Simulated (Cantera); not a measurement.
**Abatement and gas-phase synthesis: H2O + SO2 + H2**

Feed: 1 mol H2O, 0.0078 mol SO2, 0.51 mol H2, equilibrated at 14.3 Torr.

Method: chemical equilibrium by Gibbs-energy minimisation in Cantera with the NASA 1993 tables (ideal gas, pure condensed phases). Candidate condensed phases: H2O, H2SO4, S; 19 gas species. Gases not in the tables: S3 to S7. The numbers say what is thermodynamically allowed, not how fast it happens.

From 550 °C to 1550 °C nothing is condensed.

```json
[
 {"T (°C)": "550", "x H2O": "0.673", "x H2": "0.322", "x H2S": "0.00517", "x SO2": "7.81e-10", "x H": "3.02e-11", "x SO": "1.96e-12", "x S2": "7.13e-9"},
 {"T (°C)": "650", "x H2O": "0.673", "x H2": "0.322", "x H2S": "0.00517", "x SO2": "2.60e-8", "x H": "1.01e-9", "x SO": "1.58e-10", "x S2": "1.21e-7"},
 {"T (°C)": "750", "x H2O": "0.673", "x H2": "0.322", "x H2S": "0.00516", "x SO2": "4.47e-7", "x H": "1.70e-8", "x SO": "5.45e-9", "x S2": "1.19e-6"},
 {"T (°C)": "850", "x H2O": "0.673", "x H2": "0.322", "x H2S": "0.00514", "x SO2": "4.69e-6", "x H": "1.75e-7", "x SO": "1.01e-7", "x S2": "7.79e-6"},
 {"T (°C)": "950", "x H2O": "0.672", "x H2": "0.322", "x H2S": "0.00504", "x SO2": "3.34e-5", "x H": "1.24e-6", "x SO": "1.15e-6", "x S2": "3.64e-5"},
 {"T (°C)": "1050", "x H2O": "0.672", "x H2": "0.323", "x H2S": "0.00470", "x SO2": "0.000168", "x H": "6.54e-6", "x SO": "8.55e-6", "x S2": "0.000121"},
 {"T (°C)": "1150", "x H2O": "0.671", "x H2": "0.324", "x H2S": "0.00389", "x SO2": "0.000589", "x H": "2.74e-5", "x SO": "4.22e-5", "x S2": "0.000262"},
 {"T (°C)": "1250", "x H2O": "0.668", "x H2": "0.327", "x H2S": "0.00271", "x SO2": "0.00142", "x H": "9.59e-5", "x SO": "0.000137", "x S2": "0.000342"},
 {"T (°C)": "1350", "x H2O": "0.665", "x H2": "0.330", "x H2S": "0.00158", "x SO2": "0.00245", "x H": "0.000288", "x SO": "0.000308", "x S2": "0.000275"},
 {"T (°C)": "1450", "x H2O": "0.662", "x H2": "0.332", "x H2S": "0.000795", "x SO2": "0.00325", "x H": "0.000762", "x SO": "0.000514", "x S2": "0.000151"},
 {"T (°C)": "1550", "x H2O": "0.661", "x H2": "0.332", "x H2S": "0.000373", "x SO2": "0.00365", "x H": "0.00181", "x SO": "0.000706", "x S2": "6.61e-5"}
]
```
x: gas mole fraction; nothing condenses.
